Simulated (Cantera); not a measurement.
Feed: 1 mol SiCl4, 8.4 mol O2, 8.4 mol O3, at 16.0 Pa.

Equilibrium computed with Cantera from the NASA thermochemical tables; the gas is ideal and each condensed phase is pure. Candidate condensed phases: Si, SiO2; 15 gas species. The tables hold silica as quartz up to 1696 K and as liquid above; real silica turns to tridymite and cristobalite and melts near 1996 K. Equilibrium is a limit: real reactors are often held back by kinetics, nucleation or transport.

Problem. Which condensed phases are stable at each of these points (T (K)): 1248, 1298, 1348, 1398, 1448, 1498, 1548, 1598, 1648, 1698, 1748, 1798, 1848, 1898?

Solution. 
```csv
T (K),condensed phases,Si condensed (%)
1248,SiO2(β-quartz),100.0
1298,SiO2(β-quartz),100.0
1348,SiO2(β-quartz),100.0
1398,SiO2(β-quartz),100.0
1448,SiO2(β-quartz),100.0
1498,SiO2(β-quartz),100.0
1548,SiO2(β-quartz),100.0
1598,SiO2(β-quartz),100.0
1648,SiO2(β-quartz),100.0
1698,SiO2(condensed),100.0
1748,SiO2(condensed),99.9
1798,SiO2(condensed),99.8
1848,SiO2(condensed),99.2
1898,SiO2(condensed),97.1
```

From 1248 K to 1648 K the condensed part is SiO2(β-quartz). From 1698 K to 1898 K the condensed part is SiO2(condensed).
